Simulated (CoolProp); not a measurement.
The fluid at 298.15 K and 0.799 MPa is throttled through a valve to 0.279 MPa with no heat exchange. The same conditions are run with several fluids, on thermodynamics alone (safety and materials aside).

Computed with CoolProp (reference Helmholtz-energy equation of state of each fluid (carbon monoxide: Lemmon 2006; R125: Lemmon 2005; CH2F2 (R32): Tillner-Roth 1997; hydrogen sulfide: Lemmon 2006; C2F6 (R116): Lemmon 2006)).

| fluid | temperature change (K) | final density (kg/m³) |
|---|---|---|
| carbon monoxide | ? | ? |
| R125 | ? | ? |
| CH2F2 (R32) | ? | 6.41 |
| hydrogen sulfide | ? | 4.06 |
| C2F6 (R116) | -4.7 | ? |

Task: Some entries are withheld; supply them.

Result: 
- carbon monoxide, temperature change (K): -1.3
- carbon monoxide, final density (kg/m³): 3.17
- R125, temperature change (K): -8.3
- R125, final density (kg/m³): 14.6
- CH2F2 (R32), temperature change (K): -14.0
- hydrogen sulfide, temperature change (K): -9.4
- C2F6 (R116), final density (kg/m³): 16.3
